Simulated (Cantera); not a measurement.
A perfectly stirred reactor is fed with NH₃ : H₂ = 1 : 0.21 (molar parts), at 105 Torr; it is held at 2275 K, and followed from long to short residence time.

Computed with Cantera and the gas-phase N/H chemistry of the illustrative SiF4/NH3 mechanism in the Surface Chemkin manual (1991). Walls and surfaces, which speed up NH3 decomposition in real reactors, are not modelled.

Q: Predict: x(NH₃) at τ = 0.680 s; x(H₂) at τ = 0.680 s; x(H) at τ = 0.680 s; x(NH) at τ = 0.680 s; x(NH₃) at τ = 6.90 ms; x(H₂) at τ = 6.90 ms; x(H) at τ = 6.90 ms; x(NH) at τ = 6.90 ms; x(N₂H₄) at τ = 6.90 ms.

A: 
* **x(NH₃) at τ = 0.680 s**: 0.00999
* **x(H₂) at τ = 0.680 s**: 0.762
* **x(H) at τ = 0.680 s**: 0.00483
* **x(NH) at τ = 0.680 s**: 2.81e-5
* **x(NH₃) at τ = 6.90 ms**: 0.538
* **x(H₂) at τ = 6.90 ms**: 0.381
* **x(H) at τ = 6.90 ms**: 0.000612
* **x(NH) at τ = 6.90 ms**: 7.69e-5
* **x(N₂H₄) at τ = 6.90 ms**: 6.68e-8
